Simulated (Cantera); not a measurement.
Feed: 1 mol FeS₂, a varied amount of H₂, at 2198 K and 26000 Pa.

Method: chemical equilibrium by Gibbs-energy minimisation in Cantera with the NASA 1993 tables (ideal gas, pure condensed phases). Candidate condensed phases: Fe, FeS, FeS₂, S; 8 gas species. Equilibrium is a limit: real reactors are often held back by kinetics, nucleation or transport.

x: gas mole fraction; n: condensed amount in mol.

```json
[
 {"n(H₂) (mol)": "16", "x H₂": "0.895", "x S₂": "0.0328", "x H₂S": "0.0299", "x SH": "0.0183", "x H": "0.0103", "x Fe": "0.0105", "x S": "0.00368", "n Fe(l)": "0.821"},
 {"n(H₂) (mol)": "46", "x H₂": "0.945", "x S₂": "0.00787", "x H₂S": "0.0154", "x SH": "0.00919", "x H": "0.0106", "x Fe": "0.0105", "x S": "0.00180", "n Fe(l)": "0.503"},
 {"n(H₂) (mol)": "76", "x H₂": "0.957", "x S₂": "0.00369", "x H₂S": "0.0107", "x SH": "0.00634", "x H": "0.0107", "x Fe": "0.0105", "x S": "0.00123", "n Fe(l)": "0.184"},
 {"n(H₂) (mol)": "110", "x H₂": "0.965", "x S₂": "0.00205", "x H₂S": "0.00806", "x SH": "0.00474", "x H": "0.0107", "x Fe": "0.00891", "x S": "0.000920", "n Fe(l)": "0"},
 {"n(H₂) (mol)": "140", "x H₂": "0.970", "x S₂": "0.00138", "x H₂S": "0.00664", "x SH": "0.00390", "x H": "0.0108", "x Fe": "0.00703", "x S": "0.000754", "n Fe(l)": "0"},
 {"n(H₂) (mol)": "170", "x H₂": "0.973", "x S₂": "0.000993", "x H₂S": "0.00565", "x SH": "0.00331", "x H": "0.0108", "x Fe": "0.00580", "x S": "0.000640", "n Fe(l)": "0"},
 {"n(H₂) (mol)": "200", "x H₂": "0.975", "x S₂": "(withheld)", "x H₂S": "(withheld)", "x SH": "(withheld)", "x H": "0.0108", "x Fe": "(withheld)", "x S": "(withheld)", "n Fe(l)": "0"},
 {"n(H₂) (mol)": "230", "x H₂": "0.977", "x S₂": "(withheld)", "x H₂S": "(withheld)", "x SH": "(withheld)", "x H": "0.0108", "x Fe": "(withheld)", "x S": "(withheld)", "n Fe(l)": "0"},
 {"n(H₂) (mol)": "260", "x H₂": "0.978", "x S₂": "0.000473", "x H₂S": "0.00392", "x SH": "0.00229", "x H": "0.0108", "x Fe": "0.00380", "x S": "0.000442", "n Fe(l)": "0"},
 {"n(H₂) (mol)": "290", "x H₂": "0.979", "x S₂": "0.000389", "x H₂S": "0.00356", "x SH": "0.00208", "x H": "0.0108", "x Fe": "0.00341", "x S": "0.000401", "n Fe(l)": "0"}
]
```

Task: Complete the blanks.

Result: 
- 200, x S₂: 0.000751
- 200, x H₂S: 0.00493
- 200, x SH: 0.00288
- 200, x Fe: 0.00493
- 200, x S: 0.000557
- 230, x S₂: 0.000588
- 230, x H₂S: 0.00437
- 230, x SH: 0.00255
- 230, x Fe: 0.00430
- 230, x S: 0.000493
